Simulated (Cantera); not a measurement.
An isothermal, constant-pressure homogeneous reactor starts with N₂O : O₂ = 1 : 0.48 (molar parts), at 1525 K and 6300 Pa. Integrator tolerance rtol = 1e-08.

Detailed kinetics in Cantera: GRI-Mech 3.0 (53 species, 325 reactions). GRI-Mech 3.0 was tuned for natural gas; its chemistry of N2O as a main component is partial and can be far from experiment. The temperature is held fixed by assumption; the heat of reaction is taken as removed at once.

Q: What does this change do: temperature 1525 to 1400 K?

A: 
| quantity | before | after |
|---|---|---|
| x(N₂O) at 200 s | 4.11e-6 (gas-phase equilibrium 2.08e-8) | 2.41e-6 (gas-phase equilibrium 1.14e-8) |
| x(O₂) at 200 s | 0.435 (gas-phase equilibrium 0.494) | 0.447 (gas-phase equilibrium 0.494) |
| x(N₂) at 200 s | 0.445 (gas-phase equilibrium 0.504) | 0.458 (gas-phase equilibrium 0.505) |
| x(NO) at 200 s | 0.120 (gas-phase equilibrium 0.00170) | 0.0948 (gas-phase equilibrium 0.000894) |
| x(O) at 200 s | 1.50e-5 (gas-phase equilibrium 1.60e-5) | 2.54e-6 (gas-phase equilibrium 2.67e-6) |
| x(NO₂) at 200 s | 0.000215 (gas-phase equilibrium 3.24e-6) | 0.000257 (gas-phase equilibrium 2.55e-6) |

Q: What does this change do: temperature 1525 to 1225 K?

A: 
```json
[
 {"quantity": "x(N₂O) at 200 s", "before": "4.11e-6 (gas-phase equilibrium 2.08e-8)", "after": "0.000122 (gas-phase equilibrium 4.04e-9)"},
 {"quantity": "x(O₂) at 200 s", "before": "0.435 (gas-phase equilibrium 0.494)", "after": "0.467 (gas-phase equilibrium 0.495)"},
 {"quantity": "x(N₂) at 200 s", "before": "0.445 (gas-phase equilibrium 0.504)", "after": "0.478 (gas-phase equilibrium 0.505)"},
 {"quantity": "x(NO) at 200 s", "before": "0.120 (gas-phase equilibrium 0.00170)", "after": "0.0547 (gas-phase equilibrium 0.000291)"},
 {"quantity": "x(O) at 200 s", "before": "1.50e-5 (gas-phase equilibrium 1.60e-5)", "after": "1.28e-7 (gas-phase equilibrium 1.19e-7)"},
 {"quantity": "x(NO₂) at 200 s", "before": "0.000215 (gas-phase equilibrium 3.24e-6)", "after": "0.000281 (gas-phase equilibrium 1.68e-6)"}
]
```
The mechanism lacks the step 2 NO + O2 → 2 NO2, which can matter for NO2 below about 1400 K.
